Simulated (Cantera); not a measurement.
Feed: 1 mol CS2, 1.6 mol H2, at 500 °C and 10000 Pa.

Cantera equilibrium calculation (NASA polynomials, part measured and part estimated; ideal gas, pure solids and liquids). Candidate condensed phases: C, C6H6, C7H8, C8H18, S; 83 gas species. Gases not in the tables: S3 to S7. Equilibrium is a limit: real reactors are often held back by kinetics, nucleation or transport.

Base state: H2S 0.876, CS2 0.106, S2 0.00956, H2 0.00889, CH4 1.67e-5 (mole fractions); condensed: C(graphite).

Q: What changes in the equilibrium state with this change: H2 from 1.6 to 0.24 mol?

A: 
```tsv
species	before	after
CS2	0.106	0.721
H2S	0.876	0.213
S2	0.00956	0.0652
S8	1.42e-8	3.09e-5
CH4	1.67e-5	1.45e-7
H2	0.00889	0.000829
C(graphite), mol	0.809	0.193
```

Q: What changes in the equilibrium state with this change: temperature from 500 °C to 1575 °C?

A: 
| species | before | after |
|---|---|---|
| H2 | 0.00889 | 0.571 |
| CS2 | 0.106 | 0.282 |
| S2 | 0.00956 | 0.0634 |
| H2S | 0.876 | 0.0420 |
| CS | <1e-9 | 0.0306 |
| H | <1e-9 | 0.00127 |
| S | <1e-9 | 0.000864 |
| C2H2 (acetylene) | <1e-9 | 0.000147 |
| SH | 5.41e-7 | 0.00944 |
| C(graphite), mol | 0.809 | 0.191 |
